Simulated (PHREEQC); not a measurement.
Make-up at 25 °C: 0.0044 mol/kgw HF, 0.0003 mol/kgw NH4HF2 and 0.0041 mol/kgw (NH4)2SiF6. Closed to the air; pH follows from the charge balance.

Model: ion-association model, phreeqc.dat, run in PHREEQC.

This is a speciation only: nothing precipitates in the calculation.

Problem. Order these F species by the share of F that they hold, largest first: F-, SiF6-2, HF, HF2-.

Solution. SiF6-2 (83 %), HF (11 %), F- (6.2 %), HF2- (0.16 %)

The pH is 2.87 and the ionic strength 0.0141 mol/kgw. SiF6-2 is the database's only silicon fluoride.
